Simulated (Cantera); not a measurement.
An isothermal, constant-pressure homogeneous reactor starts with H₂ : O₂ = 0.021 : 1 (molar parts), at 950 K and 0.00320 bar.

Detailed kinetics in Cantera: the H2/O2 subset of GRI-Mech 3.0, which has no nitrogen chemistry. Radical loss at walls, strong at low pressure, is not modelled.

x: mole fraction; the columns are a selection and need not sum to one.

```csv
t (s),x H₂,x O₂,x H₂O₂,x HO₂,x H₂O
5.00e-6,0.0206,0.979,<1e-12,<1e-12,<1e-12
2.45e-5,0.0206,0.979,<1e-12,<1e-12,<1e-12
0.000120,0.0206,0.979,<1e-12,1.33e-12,<1e-12
0.000589,0.0206,0.979,<1e-12,6.55e-12,<1e-12
0.00289,0.0206,0.979,<1e-12,3.23e-11,2.14e-11
0.0141,0.0206,0.979,<1e-12,1.75e-10,3.17e-9
0.0693,0.00821,0.971,___,1.50e-6,0.00982
0.340,0.000116,0.971,7.91e-9,1.01e-6,0.0197
1.67,1.77e-5,0.978,7.80e-9,4.94e-7,0.0206
8.16,9.57e-7,0.979,___,1.03e-7,0.0208
40.0,5.26e-8,0.979,___,1.22e-8,0.0208
```

Some entries are withheld; supply them.


- 0.0693, x H₂O₂: 5.42e-8
- 8.16, x H₂O₂: 5.02e-9
- 40.0, x H₂O₂: 1.71e-9
